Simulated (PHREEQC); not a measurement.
A solution holds 0.024 mol Pb(NO3)2, 0.011 mol NiCl2, 0.24 mol H2SO4 and 0.11 mol Na2SO4 per kg of water, at 20 °C. Closed to the air; pH follows from the charge balance.

The numbers come from PHREEQC with the ion-association model, wateq4f.dat.

| quantity | before | after |
|---|---|---|
| pH | 0.77 | 2.42 |
| ionic strength (mol/kgw) | 0.533 | 0.00971 |
| HSO4- (mol/kgw) | 0.259 | 0.000664 |
| Na+ (mol/kgw) | 0.208 | 0.00218 |
| SO4-2 (mol/kgw) | 0.0576 | 0.00270 |
| Cl- (mol/kgw) | 0.0206 | 0.000219 |
| SI of Morenosite (NiSO4:7H2O) | -2.27 | -4.57 |
| SI of Mirabilite (Na2SO4:10H2O) | -2.31 | -6.80 |

What was changed between the two runs?
(A) Pb(NO3)2 replaced by KNO3 at the same molality
(B) diluted 100-fold with water
(C) H2SO4 replaced by KHSO4 at the same molality
(D) temperature from 20 to 45 °C
(E) 0.014 mol/kgw KOH added

B, diluted 100-fold with water

No solid was allowed to form. Some of these states are supersaturated (in Anglesite, for instance).
